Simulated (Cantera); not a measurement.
A closed system holds: 1 mol Fe(CO)5, 0.87 mol CO, 1.7 mol H2, equilibrated at 1100 K and 0.133 bar.

Equilibrium computed with Cantera from the NASA thermochemical tables; the gas is ideal and each condensed phase is pure. Candidate condensed phases: C, C6H6, C7H8, C8H18, Fe, Fe(CO)5, FeO, Fe(OH)2, Fe(OH)3, Fe2O3, Fe3O4, H2O; 114 gas species. Condensed phases not in the tables: cementite and carbon dissolved in iron. The numbers say what is thermodynamically allowed, not how fast it happens.

Base state: CO 0.767, H2 0.224, CO2 0.00692, H2O 0.00205, CH4 0.000240 (mole fractions); condensed: C(graphite) + Fe(α).

**Question.** What changes in the equilibrium state with this change: 0.72 mol CO2 added?

**Answer.** 
```json
[
 {"species": "CO", "before": "0.767", "after": "0.726"},
 {"species": "H2", "before": "0.224", "after": "0.187"},
 {"species": "CO2", "before": "0.00692", "after": "0.0689"},
 {"species": "H2O", "before": "0.00205", "after": "0.0180"},
 {"species": "CH4", "before": "0.000240", "after": "1.51e-5"},
 {"species": "C(graphite), mol", "before": "0.0655", "after": "0"},
 {"species": "Fe(α), mol", "before": "1.00", "after": "1.00"}
]
```

**Question.** What changes in the equilibrium state with this change: pressure from 0.133 bar to 13.3 mbar?

**Answer.** 
```json
[
 {"species": "CO", "before": "0.767", "after": "0.775"},
 {"species": "H2", "before": "0.224", "after": "0.225"},
 {"species": "CO2", "before": "0.00692", "after": "0.000706"},
 {"species": "H2O", "before": "0.00205", "after": "0.000207"},
 {"species": "CH4", "before": "0.000240", "after": "2.41e-5"},
 {"species": "C(graphite), mol", "before": "0.0655", "after": "0.00673"},
 {"species": "Fe(α), mol", "before": "1.00", "after": "1.00"}
]
```
